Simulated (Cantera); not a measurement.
A freely propagating, adiabatic, planar premixed flame of 9.51 % CH4, 19.0 % O2, 71.5 % N2, unburnt at 673 K and 830000 Pa; mixture-averaged transport, grid criteria slope 0.08 and curve 0.16, no radiation.

Model: GRI-Mech 3.0 (53 species, 325 reactions), integrated in Cantera. Burning velocities carry a grid error of a few per cent, more on coarse grids.

x: mole fraction of selected species; z is measured from the peak of heat release.

```json
[
 {"z (mm)": "-0.194", "T (K)": "674", "u (m/s)": "0.781", "x CH4": "0.0949", "x O2": "0.190", "x CH2O": "5.64e-7", "x HCN": "<1e-8", "x NO": "<1e-8", "x HO2": "1.58e-7"},
 {"z (mm)": "-0.129", "T (K)": "679", "u (m/s)": "0.789", "x CH4": "0.0942", "x O2": "0.189", "x CH2O": "8.45e-6", "x HCN": "<1e-8", "x NO": "2.85e-8", "x HO2": "1.78e-6"},
 {"z (mm)": "-0.0971", "T (K)": "696", "u (m/s)": "0.810", "x CH4": "0.0928", "x O2": "0.188", "x CH2O": "3.84e-5", "x HCN": "2.58e-8", "x NO": "1.16e-7", "x HO2": "6.95e-6"},
 {"z (mm)": "-0.0647", "T (K)": "780", "u (m/s)": "0.913", "x CH4": "0.0865", "x O2": "0.180", "x CH2O": "0.000248", "x HCN": "1.80e-7", "x NO": "7.39e-7", "x HO2": "3.76e-5"},
 {"z (mm)": "-0.0324", "T (K)": "…", "u (m/s)": "1.41", "x CH4": "…", "x O2": "…", "x CH2O": "…", "x HCN": "…", "x NO": "…", "x HO2": "…"},
 {"z (mm)": "-0.0162", "T (K)": "1597", "u (m/s)": "1.91", "x CH4": "0.0309", "x O2": "0.0999", "x CH2O": "0.00146", "x HCN": "3.27e-6", "x NO": "1.58e-5", "x HO2": "0.000240"},
 {"z (mm)": "0", "T (K)": "1997", "u (m/s)": "2.39", "x CH4": "0.00617", "x O2": "0.0524", "x CH2O": "0.000583", "x HCN": "6.17e-6", "x NO": "3.06e-5", "x HO2": "0.000115"},
 {"z (mm)": "0.0162", "T (K)": "2175", "u (m/s)": "2.59", "x CH4": "…", "x O2": "…", "x CH2O": "…", "x HCN": "…", "x NO": "…", "x HO2": "…"},
 {"z (mm)": "0.0324", "T (K)": "2247", "u (m/s)": "2.67", "x CH4": "6.80e-6", "x O2": "0.0193", "x CH2O": "2.27e-6", "x HCN": "1.52e-6", "x NO": "6.29e-5", "x HO2": "1.61e-5"},
 {"z (mm)": "0.0647", "T (K)": "2329", "u (m/s)": "2.75", "x CH4": "<1e-8", "x O2": "0.0143", "x CH2O": "<1e-8", "x HCN": "1.50e-7", "x NO": "7.94e-5", "x HO2": "9.44e-6"},
 {"z (mm)": "0.129", "T (K)": "2402", "u (m/s)": "2.82", "x CH4": "<1e-8", "x O2": "0.0107", "x CH2O": "<1e-8", "x HCN": "<1e-8", "x NO": "0.000103", "x HO2": "5.25e-6"},
 {"z (mm)": "0.259", "T (K)": "2450", "u (m/s)": "2.87", "x CH4": "<1e-8", "x O2": "0.00831", "x CH2O": "<1e-8", "x HCN": "<1e-8", "x NO": "0.000139", "x HO2": "3.25e-6"},
 {"z (mm)": "0.518", "T (K)": "2472", "u (m/s)": "2.89", "x CH4": "<1e-8", "x O2": "0.00715", "x CH2O": "<1e-8", "x HCN": "<1e-8", "x NO": "0.000199", "x HO2": "2.53e-6"}
]
```

Problem. What belongs in the gaps?

Solution. 
- -0.0324, T (K): 1188
- -0.0324, x CH4: 0.0588
- -0.0324, x O2: 0.143
- -0.0324, x CH2O: 0.00134
- -0.0324, x HCN: 1.42e-6
- -0.0324, x NO: 6.67e-6
- -0.0324, x HO2: 0.000177
- 0.0162, x CH4: 0.000284
- 0.0162, x O2: 0.0273
- 0.0162, x CH2O: 6.68e-5
- 0.0162, x HCN: 4.69e-6
- 0.0162, x NO: 4.95e-5
- 0.0162, x HO2: 2.85e-5
